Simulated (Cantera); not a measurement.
An isothermal, constant-pressure homogeneous reactor starts with 3.37 % CH4, 96.3 % H2, 0.308 % H, at 2375 K and 0.0690 bar.

Cantera simulation using GRI-Mech 3.0 (53 species, 325 reactions); the numbers are that mechanism's predictions, not measurements. GRI-Mech 3.0 stops at C3 and has no aromatics, soot or wall deposition, so with more carbon than oxygen in the feed, carbon stays in small species such as C2H2 where larger ones or solid carbon would form.

One state of this run: x CH4 = 0.0262; x H2 = 0.957; x H = 0.0106; x C2H = 4.31e-7; x C2H2 = 0.000720; x CH3 = 0.00532. x: mole fraction; the columns are a selection and need not sum to one.

**Question.** Which value of t (s) does it belong to?
A. 0.000845
B. 100
C. 0.000159
D. 18.8

**Answer.** C, 0.000159
